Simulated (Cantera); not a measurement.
An adiabatic, constant-pressure homogeneous reactor starts with CO : H2 : O2 : N2 = 1 : 0.36 : 1.1 : 4.12 (molar parts), equivalence ratio 0.62, at 1725 K and 5.00 bar.

Detailed kinetics in Cantera: GRI-Mech 3.0 (53 species, 325 reactions). The hydrogen kinetics of GRI-Mech 3.0 are dated; newer H2 mechanisms differ, most at raised pressure.

**Question.** Predict: time of steepest temperature rise; temperature at 0.200 s; equilibrium temperature; x(CO) at 0.200 s; x(H2) at 0.200 s; x(O2) at 0.200 s; x(NO) at 0.200 s; x(HO2) at 0.200 s; x(NO2) at 0.200 s; x(OH) at 0.200 s.

**Answer.** 
| Property | Value |
|---|---|
| time of steepest temperature rise | 2.59 µs |
| temperature at 0.200 s | 2819 K |
| equilibrium temperature | 2819 K |
| x(CO) at 0.200 s | 0.0357 (gas-phase equilibrium 0.0357) |
| x(H2) at 0.200 s | 0.00198 (gas-phase equilibrium 0.00198) |
| x(O2) at 0.200 s | 0.0716 (gas-phase equilibrium 0.0716) |
| x(NO) at 0.200 s | 0.0204 (gas-phase equilibrium 0.0204) |
| x(HO2) at 0.200 s | 1.41e-5 (gas-phase equilibrium 1.41e-5) |
| x(NO2) at 0.200 s | 1.76e-5 (gas-phase equilibrium 1.76e-5) |
| x(OH) at 0.200 s | 0.0127 (gas-phase equilibrium 0.0127) |
